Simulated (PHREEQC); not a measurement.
PHREEQC input (ion-association model, wateq4f.dat):

```
SOLUTION_MASTER_SPECIES
  An  An-  0  An  62.0  # stands for a non-complexing anion
SOLUTION_SPECIES
  An- = An-
    -log_k 0
    -gamma 3.0 0
PHASES
  Fix_H+
    H+ = H+
    -log_k 0
SOLUTION 1
  temp 25
  units mmol/kgw
  pH 7 charge
  Cl 2.2
  Mn(2) 1.1
  Na 1
  An 1
END
SELECTED_OUTPUT 1
  -reset false
  -pH true
  -pe true
  -ionic_strength true
  -water true
  -totals Cl Mn Na Mn(2) Mn(3) Mn(6) Mn(7)
  -molalities Hfo_wOH Hfo_wOH2+ Hfo_wO- Hfo_sOH Hfo_sOH2+ Hfo_sO- Hfo_sOMn+ Hfo_wOMn+
  -saturation_indices Pyrochroite Halite
USER_PUNCH 1
  -headings sigma psi
  10 PUNCH EDL("sigma", "Hfo"), EDL("psi", "Hfo")
PRINT
  -reset false
USE solution 1
SURFACE 1
  Hfo_wOH 0.000382022 600 0.17
  Hfo_sOH 9.55056e-06
EQUILIBRIUM_PHASES 1
  Fix_H+ -3 HAn 10
    -force_equality true
END
# ... the last block is repeated for the other 16 points of pH, with NaOH or the acid as the point needs
```

Selected output (columns that matter, 17 of 17 rows; pH added in front):

```
pH	mu	Mn	Na	m_Hfo_wOH	m_Hfo_wOH2+	m_Hfo_wO-	m_Hfo_sOH	m_Hfo_sOH2+	m_Hfo_sO-	m_Hfo_sOMn+	si_Pyrochroite	si_Halite	sigma	psi
3	0.0055173	0.0011	0.001	7.3869e-05	0.00030775	4.0619e-07	1.8467e-06	7.6936e-06	1.0155e-08	1.2662e-10	-12.294	-7.3099	0.29802	0.21712
3.38	0.0048642	0.0011	0.001	0.00012057	0.00026017	1.2801e-06	3.0142e-06	6.5038e-06	3.2001e-08	6.26e-10	-11.527	-7.3061	0.25103	0.21154
3.75	0.0045836	0.0011	0.001	0.00016481	0.00021431	2.9034e-06	4.1189e-06	5.3562e-06	7.2563e-08	2.8541e-09	-10.784	-7.3044	0.205	0.20266
4.12	0.0044522	0.0011	0.001	0.00020317	0.00017339	5.4538e-06	5.0726e-06	4.3291e-06	1.3616e-07	1.2722e-08	-10.042	-7.3035	0.16285	0.1916
4.5	0.004385	0.0010999	0.001	0.0002345	0.00013841	9.1016e-06	5.8269e-06	3.4393e-06	2.2615e-07	5.8265e-08	-9.2811	-7.3031	0.12543	0.17859
4.88	0.0043483	0.0010997	0.001	0.00025748	0.00011083	1.3704e-05	6.2601e-06	2.6944e-06	3.3319e-07	2.6288e-07	-8.5208	-7.3029	0.094369	0.16422
5.25	0.0043248	0.0010989	0.001	0.00027285	9.0233e-05	1.8901e-05	6.0551e-06	2.0025e-06	4.1945e-07	1.0735e-06	-7.7808	-7.3027	0.070031	0.14911
5.62	0.0043038	0.0010964	0.001	0.0002829	7.4254e-05	2.4692e-05	4.5014e-06	1.1815e-06	3.9289e-07	3.4748e-06	-7.0416	-7.3026	0.051084	0.13316
6	0.004282	0.0010922	0.001	0.00028868	6.1459e-05	3.1063e-05	1.9443e-06	4.1395e-07	2.0922e-07	6.9831e-06	-6.283	-7.3024	0.036334	0.11605
6.38	0.0042606	0.0010872	0.001	0.00028938	5.1331e-05	3.7372e-05	5.1746e-07	9.1789e-08	6.6828e-08	8.8745e-06	-5.5247	-7.3023	0.025353	0.098263
6.75	0.00425	0.0010742	0.0010323	0.00028047	3.9327e-05	4.5823e-05	1.2746e-07	1.7872e-08	2.0824e-08	9.3844e-06	-4.7898	-7.2884	0.018248	0.082416
7.12	0.00422	0.001042	0.0011009	0.0002474	2.1807e-05	6.4299e-05	3.8474e-08	3.3912e-09	9.9993e-09	9.4987e-06	-4.0628	-7.2602	0.01468	0.072455
7.5	0.0041748	0.00099573	0.0011953	0.00018174	7.7367e-06	9.7802e-05	1.4518e-08	6.1802e-10	7.8126e-09	9.5276e-06	-3.3221	-7.2241	0.013429	0.068674
7.88	0.0041333	0.00095384	0.0012809	0.00010896	2.0235e-06	0.00013441	6.0417e-09	1.122e-10	7.4531e-09	9.5369e-06	-2.5807	-7.1938	0.013017	0.067507
8.25	0.0041053	0.00092618	0.0013394	5.6592e-05	4.5657e-07	0.0001607	2.6107e-09	2.1062e-11	7.4131e-09	9.5405e-06	-1.854	-7.1741	0.012837	0.067039
8.62	0.0040885	0.00091091	0.0013771	2.6671e-05	9.2742e-08	0.00017571	1.1259e-09	3.9151e-12	7.4176e-09	9.5419e-06	-1.1232	-7.1619	0.012734	0.066773
9	0.0040769	0.00090339	0.0014091	1.1705e-05	1.713e-08	0.00018324	4.7433e-10	6.9414e-13	7.4254e-09	9.5426e-06	-0.3719	-7.1519	0.012646	0.066529
```

The oxide is taken as insoluble; below pH 4 it would dissolve.
